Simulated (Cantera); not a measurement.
## Equilibrium for iron carbonyl, mercury and lead vapours: HgO + H2

A closed system holds: 1 mol HgO, 0.83 mol H2, at 1198.15 K and 34.0 Pa.

Method: chemical equilibrium by Gibbs-energy minimisation in Cantera with the NASA 1993 tables (ideal gas, pure condensed phases). Candidate condensed phases: H2O, Hg, HgO; 10 gas species. Kinetics and transport are ignored.

```yaml
x(Hg): 0.522
x(H2O): 0.433
x(O2): 0.0444
x(OH): 3.03e-5
x(H2): 1.36e-6
gas_amount: 1.915 mol
log10 activity of Hg(l) (absent): -6.02
```
